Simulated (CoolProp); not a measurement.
A simple Rankine cycle with R1336mzz(E): condensing at 301.15 K, boiler at 0.78 MPa, turbine inlet 385.1 K, turbine efficiency 0.75, pump efficiency 0.7, no recuperator. Each further row changes one setting.

Values from CoolProp's reference Helmholtz-energy equation of state, Akasaka 2023.

```
case                             thermal efficiency (%)  net work (kJ/kg)  heat in (kJ/kg)  turbine exit temperature (K)  volume ratio over the turbine
-------------------------------  ----------------------  ----------------  ---------------  ----------------------------  -----------------------------
as stated                                           7.6              16.0              209                         358.9                           3.73
turbine inlet 405.1 K                               7.5               [?]              229                         379.0                           3.67
condensing temperature 293.15 K                     8.9               [?]              219                         354.0                           4.93
boiler pressure 0.546 MPa                           5.7              12.1              [?]                         366.9                           2.55
turbine efficiency 0.65                             6.6              13.8              209                         361.4                           3.76
```

Question: Fill in the missing entries.

Answer: 
- turbine inlet 405.1 K, net work (kJ/kg): 17.1
- condensing temperature 293.15 K, net work (kJ/kg): 19.5
- boiler pressure 0.546 MPa, heat in (kJ/kg): 213
